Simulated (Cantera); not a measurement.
A Cantera script and its output.

```python
import numpy as np
import cantera as ct

gas = ct.Solution("gri30.yaml")
gas.TPX = 1650, 1000000, {'CH4': 1, 'O2': 1.43, 'N2': 5.37}
reactor = ct.IdealGasConstPressureReactor(gas, energy="on", clone=False)
net = ct.ReactorNet([reactor])
net.rtol, net.atol = 1e-08, 1e-16
show = ['CH4', 'O2', 'CH2', 'HCO', 'N2O', 'C2H']
times = np.geomspace(7e-06, 2, 12)

steps = ct.SolutionArray(gas, extra=["t"])
rows = []
print(f"{'t/s':>10s}{'T/K':>9s}{'P/Pa':>11s}" + "".join(f"{s:>11s}" for s in show))
for t in times:
    while net.time < t:
        t_next = net.step()
        steps.append(gas.state, t=t_next)
    rows.append([np.interp(t, steps.t, y) for y in (steps.T, steps.P, *steps(*show).X.T)])
    print(f"{t:10.3e}{rows[-1][0]:9.1f}{rows[-1][1]:11.4g}" + "".join(f"{x:11.3e}" for x in rows[-1][2:]))
rate = np.gradient(steps.T, steps.t)
print("integrator steps:", len(steps.t))
if steps.T.max() > steps.T[0] + 200:
    print(f"time of steepest temperature rise: {steps.t[rate.argmax()]:.4e} s")
gas.TPX = 1650, 1000000, {'CH4': 1, 'O2': 1.43, 'N2': 5.37}
gas.equilibrate("HP")
print(f"equilibrium (HP): T = {gas.T:.1f} K  " + "  ".join(f"{s} {gas[s].X[0]:.3e}" for s in show))
```

Result:

```
       t/s      T/K       P/Pa        CH4         O2        CH2        HCO        N2O        C2H
 7.000e-06   1649.9      1e+06  1.279e-01  1.832e-01  1.721e-09  6.483e-09  1.168e-09  7.398e-16
 2.193e-05   1656.5      1e+06  1.255e-01  1.819e-01  1.521e-08  1.573e-07  7.872e-09  6.521e-13
 6.872e-05   2951.4      1e+06  4.825e-12  1.589e-03  5.792e-12  7.250e-07  4.138e-07  5.106e-16
 2.153e-04   2951.3      1e+06  5.977e-12  1.294e-03  6.220e-12  6.918e-07  4.691e-07  5.803e-16
 6.746e-04   2948.6      1e+06  6.127e-12  1.256e-03  6.239e-12  6.908e-07  4.968e-07  5.835e-16
 2.114e-03   2948.6      1e+06  6.128e-12  1.256e-03  6.239e-12  6.908e-07  4.969e-07  5.835e-16
 6.623e-03   2948.6      1e+06  6.128e-12  1.256e-03  6.239e-12  6.908e-07  4.969e-07  5.835e-16
 2.075e-02   2948.6      1e+06  6.128e-12  1.256e-03  6.239e-12  6.908e-07  4.969e-07  5.835e-16
 6.502e-02   2948.6      1e+06  6.128e-12  1.256e-03  6.239e-12  6.908e-07  4.969e-07  5.835e-16
 2.037e-01   2948.6      1e+06  6.128e-12  1.256e-03  6.239e-12  6.908e-07  4.969e-07  5.835e-16
 6.383e-01   2948.6      1e+06  6.128e-12  1.256e-03  6.239e-12  6.908e-07  4.969e-07  5.835e-16
 2.000e+00   2948.6      1e+06  6.128e-12  1.256e-03  6.239e-12  6.908e-07  4.969e-07  5.835e-16
integrator steps: 1890
time of steepest temperature rise: 5.6741e-05 s
equilibrium (HP): T = 2948.6 K  CH4 7.139e-12  O2 1.256e-03  CH2 6.647e-12  HCO 6.908e-07  N2O 4.969e-07  C2H 6.245e-16
```

Model: GRI-Mech 3.0 (53 species, 325 reactions), integrated in Cantera.
